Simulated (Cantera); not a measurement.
# Formation from one mole of O2

Standard-state values (1 bar) from the NASA 1993 polynomials, evaluated with Cantera. Values are per mole of reaction as written; species without (g) are pure solids or liquids, kept so even where they would boil at 1 bar.

V + O2(g) = VO2(g)

```
T (K)  ΔH° (kJ)  ΔS° (J/K)  ΔG° (kJ)  log10 K
-----  --------  ---------  --------  -------
798      -236.6       23.0    -255.0    16.69
898      -237.5       22.1    -257.3    14.97
998      -238.4       21.1    -259.5    13.58
1098     -239.3       20.2    -261.5    12.44
1198     -240.4       19.3    -263.5    11.49
1298     -241.5       18.4    -265.4    10.68
1398     -242.8       17.4    -267.2     9.98
1498     -244.2       16.5    -268.9     9.37
1598     -245.7       15.5    -270.5     8.84
1698     -247.3       14.5    -272.0     8.37
```

4 Li + O2(g) = 2 Li2O

```tsv
T (K)	ΔH° (kJ)	ΔS° (J/K)	ΔG° (kJ)	log10 K
798	-1212.2	-280.0	-988.7	64.72
898	-1210.8	-278.4	-960.8	55.89
998	-1208.8	-276.3	-933.1	48.84
1098	-1205.7	-274.1	-904.7	43.04
1198	-1202.7	-271.5	-877.4	38.26
1298	-1199.4	-268.8	-850.4	34.22
1398	-1195.8	-266.2	-823.7	30.77
1498	-1192.0	-263.5	-797.2	27.80
1598	-1188.0	-261.0	-771.0	25.20
1698	-1184.0	-258.6	-745.0	22.92
```

1.333 B + O2(g) = 0.6667 B2O3(g)

```tsv
T (K)	ΔH° (kJ)	ΔS° (J/K)	ΔG° (kJ)	log10 K
798	-558.6	-25.8	-537.9	35.21
898	-559.0	-26.3	-535.3	31.14
998	-559.4	-26.8	-532.7	27.88
1098	-559.8	-27.2	-530.0	25.21
1198	-560.3	-27.6	-527.2	22.99
1298	-560.8	-28.0	-524.5	21.11
1398	-561.3	-28.4	-521.7	19.49
1498	-561.8	-28.7	-518.8	18.09
1598	-562.4	-29.1	-515.9	16.86
1698	-563.0	-29.5	-513.0	15.78
```

2 C + O2(g) = 2 CO(g)

```
T (K)  ΔH° (kJ)  ΔS° (J/K)  ΔG° (kJ)  log10 K
-----  --------  ---------  --------  -------
798      -221.8      179.0    -364.7    23.87
898      -222.8      177.8    -382.5    22.25
998      -223.9      176.6    -400.2    20.95
1098     -225.2      175.5    -417.8    19.88
1198     -226.4      174.4    -435.3    18.98
1298     -227.7      173.3    -452.7    18.22
1398     -229.0      172.4    -470.0    17.56
1498     -230.4      171.4    -487.2    16.99
1598     -231.8      170.5    -504.3    16.48
1698     -233.3      169.6    -521.3    16.04
```
